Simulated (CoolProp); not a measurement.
A single-stage vapour-compression cycle with the fluoroketone C6F12O (FK-5-1-12): evaporating at 281.15 K (dew point), condensing at 341.15 K (bubble point), superheat 10 K, subcooling 8 K, compressor efficiency 0.7, no pressure losses. Each further row changes one setting.

The numbers come from the reference Helmholtz-energy equation of state, McLinden 2015 in CoolProp.

| case | cooling COP | pressure ratio | discharge temperature (K) | refrigerating effect (kJ/kg) | volumetric capacity (kJ/m³) |
|---|---|---|---|---|---|
| as stated | (withheld) | 10.0 | 341.2 | 50.3 | 125 |
| evaporating temperature 286.15 K | 2.55 | 7.89 | 341.2 | 54.4 | (withheld) |
| condensing temperature 336.15 K | 2.53 | 8.59 | 336.1 | 55.9 | 139 |
| subcooling 13 K | 2.39 | 10.0 | 341.2 | 55.9 | 139 |
| superheat 20 K | 2.33 | 10.0 | 341.2 | 58.9 | (withheld) |
| compressor efficiency 0.6 | 1.84 | 10.0 | 341.2 | 50.3 | 125 |

Task: What belongs in the gaps?

Result: 
- as stated, cooling COP: 2.15
- evaporating temperature 286.15 K, volumetric capacity (kJ/m³): 169
- superheat 20 K, volumetric capacity (kJ/m³): 141

The compression ends wet for: as stated; evaporating temperature 286.15 K; condensing temperature 336.15 K; subcooling 13 K; superheat 20 K; compressor efficiency 0.6.
